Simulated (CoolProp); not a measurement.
n-undecane along the isobar 0.101 MPa: fugacity coefficient from the reference equation and from simpler models built on Tc = 365.7 °C, pc = 1.990 MPa, ω = 0.539; each cubic takes its own stable root.

Computed with CoolProp (reference Helmholtz-energy equation of state, Aleksandrov 2011). It is a short technical equation, of lower accuracy than the large ones.

| T (°C) | phase | reference |
|---|---|---|
| 254.65 | gas | 0.9600 |
| 263.85 | gas | 0.9626 |
| 273.05 | gas | 0.9649 |
| 282.35 | gas | 0.9671 |
| 291.55 | gas | 0.9691 |
| 300.75 | gas | 0.9709 |
| 309.95 | gas | 0.9725 |
| 319.15 | gas | 0.9741 |
| 328.45 | gas | 0.9755 |
| 337.65 | gas | 0.9768 |
| 346.85 | gas | 0.9781 |

How far does each simpler model (van der Waals, Peng-Robinson) lie from the reference over these 11 states: mean and median of the absolute difference, and the worst?


- van der Waals: mean 1.1 %, median 1.0 %, worst +1.7 % at 254.65 °C and 0.101 MPa
- Peng-Robinson: mean 0.2 %, median 0.1 %, worst +0.4 % at 254.65 °C and 0.101 MPa
